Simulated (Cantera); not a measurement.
Cantera with NASA thermochemical tables; ideal gases at 1 bar, condensed phases pure. Values are per mole of reaction as written; species without (g) are pure solids or liquids, kept so even where they would boil at 1 bar.

C + 2 FeCl2 = 2 Fe + CCl4(g), with ΔH° = 587.8 kJ and ΔS° = 122.9 J/K at 300 K.

### Question
How far is the shortcut ΔG° ≈ ΔH°(300 K) − T·ΔS°(300 K) from the full temperature-dependent value at 375, 525, 675, 825, 975, 1125, 1275, 1425 K?

### Answer
| T (K) | shortcut (kJ) | full (kJ) | difference (kJ) | difference in log10 K | condensed phases |
|---|---|---|---|---|---|
| 375 | 541.7 | 542.0 | -0.2 | 0.03 | C(graphite), FeCl2(s), Fe(α) |
| 525 | 523.3 | 525.0 | -1.7 | 0.17 | C(graphite), FeCl2(s), Fe(α) |
| 675 | 504.9 | 509.0 | -4.2 | 0.32 | C(graphite), FeCl2(s), Fe(α) |
| 825 | 486.4 | 493.6 | -7.2 | 0.46 | C(graphite), FeCl2(s), Fe(α) |
| 975 | 468.0 | 480.8 | -12.8 | 0.69 | C(graphite), FeCl2(l), Fe(α) |
| 1125 | 449.5 | 479.4 | -29.8 | 1.39 | C(graphite), FeCl2(l), Fe(α) |
| 1275 | 431.1 | 478.4 | -47.3 | 1.94 | C(graphite), FeCl2(l), Fe(γ) |
| 1425 | 412.7 | 478.3 | -65.6 | 2.40 | C(graphite), FeCl2(l), Fe(γ) |
The shortcut ignores heat capacities and the phase changes listed.
